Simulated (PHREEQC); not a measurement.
Dissolve 0.084 mol/kgw NH4HF2, 0.1 mol/kgw (NH4)2SiF6, 0.24 mol/kgw H3PO4 and 0.032 mol/kgw H2SO4 at 20 °C. Closed to the air; pH follows from the charge balance.

All values are PHREEQC results (ion-association model, wateq4f.dat), not measurements.

Each row changes one thing in this solution. Precipitation was switched off in this run.

```tsv
case	pH	ionic strength (mol/kgw)	H3PO4 (mol/kgw)	HF (mol/kgw)	H2PO4- (mol/kgw)	H2F2 (mol/kgw)
as made	1.51	0.426	0.175	0.0967	0.0647	0.0321
temperature from 20 to 55 °C	1.63	0.417	0.180	0.129	0.0597	0.0153
diluted 100-fold with water	2.71	0.00607	0.000482	0.00185	0.00192	1.07e-5
temperature from 20 to 30 °C	1.54	0.423	0.177	0.106	0.0628	0.0271
0.025 mol/kgw NH3 added	1.62	0.441	(withheld)	(withheld)	(withheld)	0.0316
diluted 2-fold with water	1.67	0.223	0.0813	0.0578	0.0387	(withheld)
(NH4)2SiF6 left out	1.56	0.126	0.177	0.0989	0.0625	0.0314
H2SO4 left out	1.77	0.406	0.144	0.0946	0.0962	0.0306
```

Q: Fill in the missing entries.

A: 
- 0.025 mol/kgw NH3 added, H3PO4 (mol/kgw): 0.163
- 0.025 mol/kgw NH3 added, HF (mol/kgw): 0.0958
- 0.025 mol/kgw NH3 added, H2PO4- (mol/kgw): 0.0775
- diluted 2-fold with water, H2F2 (mol/kgw): 0.0110

Some of these states are supersaturated (in Quartz (slow to form), for instance). wateq4f.dat counts part of the HF as a dimer, H2F2, which phreeqc.dat doesn't know; its constant is uncertain. H3PO4, which wateq4f.dat lacks, is added to it with the constant of phreeqc.dat. Constants without temperature data keep their 25 °C values here. SiF6-2 is the database's only silicon fluoride.
